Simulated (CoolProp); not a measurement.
n-decane along the isotherm 346.85 °C: density (kg/m³) from the reference equation and from simpler models built on Tc = 344.5 °C, pc = 2.101 MPa, ω = 0.488; each cubic takes its own stable root.

Values from CoolProp's reference Helmholtz-energy equation of state, Lemmon 2006. It is a short technical equation, of lower accuracy than the large ones.

| p (MPa) | phase | reference | ideal gas | Redlich-Kwong | Soave-Redlich-Kwong | Peng-Robinson |
|---|---|---|---|---|---|---|
| 0.0665 | gas | 1.856 | 1.835 | 1.855 | 1.855 | 1.858 |
| 0.136 | gas | 3.842 | 3.754 | 3.839 | 3.838 | 3.848 |
| 0.28 | gas | 8.121 | 7.728 | 8.103 | 8.102 | 8.145 |
| 0.575 | gas | 17.70 | 15.87 | 17.60 | 17.59 | 17.79 |
| 1.18 | gas | 42.60 | 32.57 | 41.81 | 41.76 | 42.84 |
| 2.43 | supercritical | 342.9 | 67.07 | 256.1 | 252.8 | 278.1 |
| 4.98 | supercritical | 426.7 | 137.5 | 346.8 | 345.8 | 384.4 |
| 10.2 | supercritical | 475.7 | 281.5 | 407.7 | 407.2 | 453.2 |
| 21 | supercritical | 522.7 | 579.6 | 465.4 | 465.0 | 517.1 |
